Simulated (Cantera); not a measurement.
Input (Python, Cantera) and output of one run.

```python
import numpy as np
import cantera as ct

gas_names = """
    B BH BH2 BH3 BN BO BO2 B2 B2O B2O2 B2O3 B3O3H3 H HBO HBO2 HNO HNO2 HNO3 HO2 H2 H2O H2O2 H3B3O6 N NH
    NH2 NH3 NH2OH NO NO2 NO3 N2 N2H2 N2H4 N2O O OH O2 O3
""".split()
cond_names = """
    B(b) B(L) BN(s) B2O3(L) B3O3H3(cr) H2O(s) H2O(L)
""".split()


# ... load() reads the species with a 1 bar reference pressure and builds the phases ...
atoms = {
    'B2H6': {'B': 2, 'H': 6},
    'O2': {'O': 2},
    'N2': {'N': 2},
}
top_T = {'BN(s)': 3200}  # K; cautious upper limits of use, not melting points


# ... equilibrate(T, P, feed) seeds the gas with the atoms and calls Mixture.equilibrate('TP', solver="vcs", rtol=1e-11, max_steps=5000) ...
results = []
T = 1900  # K
P = 1333.22  # Pa
for m in [0.14, 0.28, 0.57, 1.2, 2.3, 4.7, 9.5]:
    feed = {'B2H6': 1, 'O2': m, 'N2': 6.4}  # mol
    mix = equilibrate(T, P, feed)
    results.append((T, P, feed, dict(zip(mix.species_names, mix.species_moles))))

top = {s: max(r[3][s] / sum(r[3][g] for g in gas_names) for r in results) for s in gas_names}
cols = sorted((s for s in top if top[s] > 0.001), key=lambda s: -top[s])[:7]
seen = [c for c in cond_names if any(r[3].get(c, 0) > 1e-12 for r in results)]
print("log10 of partial pressures in bar; condensed amounts in mol")
print(f"{'n(O2)':>10s}" + "".join(f"{s[:9]:>10s}" for s in cols + seen))
for T, P, feed, n in results:
    ng = sum(n[g] for g in gas_names)
    print(f"{feed['O2']:10.4g}" + "".join(f"{np.log10(max(n[s] / ng * P / 1e5, 1e-99)):10.3f}" for s in cols)
          + "".join(f"{n.get(c, 0):10.4g}" for c in seen))
```

It prints:

```
log10 of partial pressures in bar; condensed amounts in mol
     n(O2)        N2        O2        H2       H2O      HBO2       HBO      B2O3     BN(s)
      0.14    -2.072   -15.567    -2.352    -6.251    -5.092    -3.608    -4.987     1.732
      0.28    -2.075   -15.175    -2.373    -6.075    -4.708    -3.420    -4.394     1.481
      0.57    -2.080   -14.838    -2.408    -5.942    -4.387    -3.267    -3.884    0.9827
       1.2    -2.089   -14.302    -2.467    -5.732    -4.031    -3.179    -3.383         0
       2.3    -2.087    -8.191    -2.754    -2.964    -2.714    -4.918    -3.517         0
       4.7    -2.155    -2.742    -5.148    -2.634    -2.727    -7.656    -3.874         0
       9.5    -2.301    -2.298    -5.516    -2.780    -2.878    -8.028    -4.029         0
```

Equilibrium computed with Cantera from the NASA thermochemical tables; the gas is ideal and each condensed phase is pure. The feed counts by its element totals alone.
